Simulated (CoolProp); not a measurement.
A single-stage vapour-compression cycle with hydrogen sulfide: evaporating at 283.15 K (dew point), condensing at 344.15 K (bubble point), superheat 5 K, subcooling 0 K, compressor efficiency 0.8, no pressure losses. Each further row changes one setting.

Model: reference Helmholtz-energy equation of state, Lemmon 2006, in CoolProp. It is a short technical equation, of lower accuracy than the large ones.

| case | cooling COP | pressure ratio | discharge temperature (K) | refrigerating effect (kJ/kg) | volumetric capacity (kJ/m³) |
|---|---|---|---|---|---|
| as stated | 2.47 | 3.93 | 427.9 | 303 | 6790 |
| evaporating temperature 288.15 K | 2.79 | 3.44 | 419.2 | 305 | 7780 |
| condensing temperature 339.15 K | 2.81 | 3.57 | 416.7 | 318 | 7110 |
| subcooling 5 K | 2.60 | 3.93 | 427.9 | 319 | 7140 |
| superheat 15 K | 2.44 | 3.93 | 442.4 | 316 | 6720 |
| compressor efficiency 0.7 | 2.16 | 3.93 | 441.0 | 303 | 6790 |
